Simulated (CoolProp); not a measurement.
Computed with CoolProp (reference Helmholtz-energy equation of state, Lemmon 2006). It is a short technical equation, of lower accuracy than the large ones.

### Question
For acetone, give the phase and the cv (kJ/(kg K)), speed of sound (m/s) at 325.5 K and 0.101 MPa; 400.3 K and 0.101 MPa; 419 K and 0.101 MPa.

### Answer
- 325.5 K and 0.101 MPa: liquid; cv 1.60, speed of sound 1040
- 400.3 K and 0.101 MPa: gas; cv 1.47, speed of sound 247
- 419 K and 0.101 MPa: gas; cv 1.52, speed of sound 253
